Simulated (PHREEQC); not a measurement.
Dissolve 0.0066 mol CuSO4, 0.072 mol H2SO4 and 0.0041 mol Na2SO4 per kg of water at 25 °C. Closed to the air; pH follows from the charge balance.

All values are PHREEQC results (ion-association model, phreeqc.dat), not measurements.

Q: The ionic strength comes out as 0.125 mol/kgw. What activity coefficients do SO4-2, H+, NaSO4-, Na+, HSO4- get?

A: SO4-2 0.35, H+ 0.82, NaSO4- 0.77, Na+ 0.77, HSO4- 0.77.

This is a speciation only: nothing precipitates in the calculation.
